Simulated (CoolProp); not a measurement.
Fluorine along the isobar 70.1 bar: Z from the reference equation and from simpler models built on Tc = 144.4 K, pc = 52.40 bar, ω = 0.045; each cubic takes its own stable root.

Model: reference Helmholtz-energy equation of state, de Reuck 1990, in CoolProp.

```json
[
 {"T (K)": "139.1", "phase": "liquid", "reference": "0.2248", "van der Waals": "0.3102", "Soave-Redlich-Kwong": "0.2446", "Peng-Robinson": "0.2189"},
 {"T (K)": "162.1", "phase": "supercritical", "reference": "0.6005", "van der Waals": "0.5655", "Soave-Redlich-Kwong": "0.6071", "Peng-Robinson": "0.5748"},
 {"T (K)": "185.1", "phase": "supercritical", "reference": "0.7853", "van der Waals": "0.7534", "Soave-Redlich-Kwong": "0.7891", "Peng-Robinson": "0.7580"},
 {"T (K)": "208.1", "phase": "supercritical", "reference": "0.8676", "van der Waals": "0.8361", "Soave-Redlich-Kwong": "0.8728", "Peng-Robinson": "0.8447"},
 {"T (K)": "231.1", "phase": "supercritical", "reference": "0.9141", "van der Waals": "0.8848", "Soave-Redlich-Kwong": "0.9214", "Peng-Robinson": "0.8961"},
 {"T (K)": "254", "phase": "supercritical", "reference": "0.9431", "van der Waals": "0.9167", "Soave-Redlich-Kwong": "0.9521", "Peng-Robinson": "0.9294"},
 {"T (K)": "277", "phase": "supercritical", "reference": "0.9626", "van der Waals": "0.9390", "Soave-Redlich-Kwong": "0.9728", "Peng-Robinson": "0.9523"},
 {"T (K)": "300", "phase": "supercritical", "reference": "0.9762", "van der Waals": "0.9551", "Soave-Redlich-Kwong": "0.9871", "Peng-Robinson": "0.9685"}
]
```
